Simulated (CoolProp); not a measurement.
Properties of methanol along the isotherm 261.55 °C.

Model: reference Helmholtz-energy equation of state, de Reuck 1993, in CoolProp.

| p (bar) | phase | Z | expansivity (1/kK) | Prandtl number |
|---|---|---|---|---|
| 12.8 | gas | 0.9563 | 2.238 | 0.840 |
| 25.7 | gas | 0.9059 | 2.793 | 0.903 |
| 38.5 | gas | 0.8497 | 3.600 | 0.992 |
| 51.3 | gas | 0.7882 | 4.755 | 1.11 |
| 64.2 | gas | 0.7194 | 6.628 | 1.29 |
| 77 | gas | 0.6368 | 10.24 | 1.60 |
| 89.9 | supercritical | 0.5407 | 16.23 | 2.10 |
| 103 | supercritical | 0.4127 | 38.33 | 3.66 |
| 116 | supercritical | 0.2803 | 47.25 | 4.47 |
| 128 | supercritical | 0.2468 | 23.14 | 3.20 |
| 141 | supercritical | 0.2472 | 13.58 | 2.60 |
| 154 | supercritical | 0.2553 | 10.35 | 2.42 |
| 167 | supercritical | 0.2658 | 8.569 | 2.34 |
| 180 | supercritical | 0.2776 | 7.369 | 2.29 |
| 193 | supercritical | 0.2900 | 6.493 | 2.25 |
| 205 | supercritical | 0.3019 | 5.874 | 2.23 |

Viscosity comes from a separate model (Xiang 2006). Thermal conductivity comes from a separate model (Sykioti 2013).
